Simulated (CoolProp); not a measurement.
A single-stage vapour-compression cycle with the fluid: evaporating at 230.15 K (dew point), condensing at 277.15 K (bubble point), superheat 10 K, subcooling 5 K, compressor efficiency 0.75, no pressure losses. The same conditions are run with several fluids, on thermodynamics alone (safety and materials aside).

Values from CoolProp's reference Helmholtz-energy equation of state of each fluid (carbon dioxide: Span 1996; dimethyl ether: Wu 2011; R507A: Lemmon 2003; R143a: Lemmon and Jacobsen 2000; R22: Kamei 1995; carbonyl sulfide: Lemmon 2006). Blends and air are pseudo-pure fits.

```csv
fluid,cooling COP,pressure ratio,discharge temperature (K),refrigerating effect (kJ/kg),volumetric capacity (kJ/m³)
carbon dioxide,2.63,4.31,363.2,247,5440
dimethyl ether,3.18,7.18,334.3,404,404
R507A,3.03,5.85,308.1,147,924
R143a,3.06,5.68,312.4,173,943
R22,3.10,6.20,343.2,194,790
carbonyl sulfide,3.07,5.24,366.9,259,1120
```
